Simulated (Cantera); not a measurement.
Adiabatic ignition

An adiabatic, constant-pressure homogeneous reactor starts with CH₄ : O₂ : N₂ = 1 : 1.82 : 6.84 (molar parts), at 1450 K and 4.60 bar.

Computed with Cantera and GRI-Mech 3.0 (53 species, 325 reactions).

```
t (s)     T (K)   x CH₄     x O₂     x CH₂    x CH₂O    x HO₂
--------  -----  ------  -------  --------  --------  -------
8.00e-6    1450   0.104    0.188    <1e-12   2.35e-7  1.45e-6
2.28e-5    1450   0.104    0.188  4.41e-12   2.67e-6  3.33e-6
6.51e-5    1450   0.103    0.188  7.47e-11   3.59e-5  4.95e-6
0.000186   1452   0.103    0.188  3.86e-10  0.000302  1.02e-5
0.000530   1500  0.0929    0.181   1.63e-8   0.00252  8.31e-5
0.00151    2839  <1e-12  0.00893    <1e-12   1.80e-9  5.50e-6
0.00431    2838  <1e-12  0.00881    <1e-12   1.81e-9  5.43e-6
0.0123     2838  <1e-12  0.00881    <1e-12   1.81e-9  5.43e-6
0.0351     2838  <1e-12  0.00881    <1e-12   1.81e-9  5.43e-6
0.100      2838  <1e-12  0.00881    <1e-12   1.81e-9  5.43e-6
```
x: mole fraction; the columns are a selection and need not sum to one.

The time of steepest temperature rise comes out as 0.628 ms and the temperature at 0.100 s comes out as 2838 K. The equilibrium temperature comes out as 2838 K and the x(CH₄) at 0.100 s is <1e-12 (gas-phase equilibrium <1e-12). The x(O₂) at 0.100 s is 0.00881 (gas-phase equilibrium 0.00881) and the x(CH₂) at 0.100 s is <1e-12 (gas-phase equilibrium <1e-12).
